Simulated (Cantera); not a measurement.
Input: 1 mol (CH₃)₂SiCl₂, 0.21 mol C₃H₈, 1100 mol H₂, at 2473.15 K and 26.0 mbar.

Equilibrium computed with Cantera from the NASA thermochemical tables; the gas is ideal and each condensed phase is pure. Candidate condensed phases: C, C₆H₆, C₇H₈, C₈H₁₈, Si, SiC; 109 gas species. The feed counts by its element totals alone. Rates play no part.

Base state: H₂ 0.867, H 0.129, HCl 0.00153, C₂H₂ (acetylene) 0.00107, Si 0.000782, Cl 0.000161, SiH 3.24e-5, SiC₂ 2.40e-5 (mole fractions); condensed: gas only.

**Question.** What changes in the equilibrium state with this change: (CH₃)₂SiCl₂ replaced by Si(CH₃)₄?

**Answer.** 
| species | before | after |
|---|---|---|
| H₂ | 0.867 | 0.868 |
| H | 0.129 | 0.129 |
| C₂H₂ (acetylene) | 0.00107 | 0.00188 |
| HCl | 0.00153 | 0 |
| Si | 0.000782 | 0.000765 |
| Cl | 0.000161 | 0 |
| C₂H | 1.08e-5 | 1.90e-5 |
| SiC₂ | 2.40e-5 | 4.12e-5 |
| SiH | 3.24e-5 | 3.16e-5 |
